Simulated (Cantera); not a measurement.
Charge: 1 mol FeS, 0.17 mol SO₃, 0.52 mol CO₂, 2 mol O₂, at 7.50 Torr.

These are equilibrium values from Cantera (NASA tables, ideal gas, pure condensed phases), not measurements of a reactor. Candidate condensed phases: C, Fe, Fe(CO)₅, FeO, FeS, FeSO₄, FeS₂, Fe₂O₃, Fe₂(SO₄)₃, Fe₃O₄, S; 25 gas species. The numbers say what is thermodynamically allowed, not how fast it happens.

Question: At 1523 K, list the 5 most abundant gas species with their mole fractions, and the condensed phases.

Answer: SO₂ 0.554, CO₂ 0.247, O₂ 0.198, SO₃ 0.000821, CO 3.81e-5. Condensed: Fe₃O₄(s).
